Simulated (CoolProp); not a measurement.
Computed with CoolProp (reference Helmholtz-energy equation of state, Lemmon 2006). It is a short technical equation, of lower accuracy than the large ones.

Problem. Give the vapour pressure (MPa), liquid density (kg/m³), vapour density (kg/m³), enthalpy of vaporisation (kJ/kg) of saturated carbon monoxide at -185.35, -179.25, -175.25 °C.

Solution. 
```json
[
 {"T (°C)": "-185.35", "p (MPa)": "0.194", "liquid density (kg/m³)": "766", "vapour density (kg/m³)": "7.95", "enthalpy of vaporisation (kJ/kg)": "206"},
 {"T (°C)": "-179.25", "p (MPa)": "0.336", "liquid density (kg/m³)": "737", "vapour density (kg/m³)": "13.4", "enthalpy of vaporisation (kJ/kg)": "196"},
 {"T (°C)": "-175.25", "p (MPa)": "0.464", "liquid density (kg/m³)": "716", "vapour density (kg/m³)": "18.2", "enthalpy of vaporisation (kJ/kg)": "188"}
]
```
